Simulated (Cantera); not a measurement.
A jet of 1.87 % CH₄, 11.0 % O₂, 87.1 % N₂ at 300 K and 0.280 bar hits a platinum plate 2.3 cm away at a mass flux of 0.14 kg/m²/s; the plate temperature is set and raised in steps from an oxygen-covered start.

Model: Deutschmann's 1995 Pt surface mechanism with GRI-Mech 3.0 gas chemistry, integrated in Cantera. Catalytic surfaces can have several steady states; this one follows from the mechanism file's or the stated starting coverage.

One state of this run: wall x CH₄ = 0.00351; wall x O₂ = 0.0780; wall x H₂O = 0.0280; wall x OH = 1.40e-6; wall x CO = 4.76e-6; wall x CO₂ = 0.0185; θ free Pt = 0.469; θ O* = 0.530; θ OH* = 0.00126. x: mole fraction at the wall; θ: surface coverage.

Which value of plate T (K) does it belong to?
A) 1150
B) 1000
C) 900
D) 950

A, 1150
